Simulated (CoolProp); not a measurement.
Vapour-liquid equilibrium of hydrogen sulfide (1) + benzene (2) at 327.6 K; x and y are mole fractions of (1).

Computed with CoolProp (multi-fluid Helmholtz-energy mixture model, Lemmon 2006 and Thol 2012; pair parameters Bell 2016).

```tsv
x	bubble pressure, mixture model (MPa)	bubble pressure, Raoult's law (MPa)	y, mixture model	y, Raoult's law
0.05	?	0.2354	0.787	0.827
0.125	0.4315	0.5242	0.904	0.929
0.2	0.6650	0.8131	0.939	0.958
0.275	0.9034	1.102	0.957	0.972
0.35	?	1.391	?	0.980
0.425	1.406	1.680	0.975	0.985
0.5	1.675	1.969	0.980	0.989
0.575	1.957	2.258	0.984	0.992
0.65	2.253	2.546	0.988	0.994
0.725	2.566	2.835	?	0.996
0.8	?	3.124	0.993	0.997
0.875	3.243	3.413	0.996	0.998
0.95	3.618	3.702	0.998	0.999
```

Task: What belongs in the gaps?

Result: 
- 0.05, bubble pressure, mixture model (MPa): 0.1992
- 0.35, bubble pressure, mixture model (MPa): 1.150
- 0.35, y, mixture model: 0.967
- 0.725, y, mixture model: 0.990
- 0.8, bubble pressure, mixture model (MPa): 2.895

The largest gap from Raoult's law is -18.2 % in bubble pressure, at x = 0.2. No azeotrope shows between x = 0.05 and 0.95.

Pair parameters are fitted to limited data, so mixtures are less certain than the pure fluids.
